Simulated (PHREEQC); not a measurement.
**Hard or scaling water**

Solution (63 °C): 0.011 mol CaCl2, 0.00016 mol NaF and 0.0093 mol MgSO4 per kg of water. Closed to the air; pH follows from the charge balance.

Computed with PHREEQC (ion-association model, phreeqc.dat).

```
Item                           Value
--------------------  --------------
pH                              6.36
ionic strength        0.0509 mol/kgw
specific conductance      6570 µS/cm
density                  0.984 g/cm³
```

```tsv
species	molality	activity	log γ
Cl-	0.0220	0.0176	-0.096
Ca+2	0.00920	0.00410	-0.352
Mg+2	0.00622	0.00284	-0.340
SO4-2	0.00446	0.00194	-0.362
MgSO4	0.00304	0.00308	0.005
CaSO4	0.00180	0.00182	0.005
Na+	0.000158	0.000128	-0.091
F-	0.000119	9.51e-5	-0.098
MgF+	4.07e-5	3.29e-5	-0.093
NaSO4-	1.89e-6	1.54e-6	-0.088
MgOH+	5.97e-7	4.93e-7	-0.083
H+	5.20e-7	4.39e-7	-0.074
OH-	3.23e-7	2.58e-7	-0.098
HSO4-	2.61e-7	2.11e-7	-0.093
```

Precipitation was switched off in this run. Complexes and solids missing from the database can't appear. Away from 25 °C the constants follow the database's enthalpies or fits; those with neither stay at their 25 °C values.
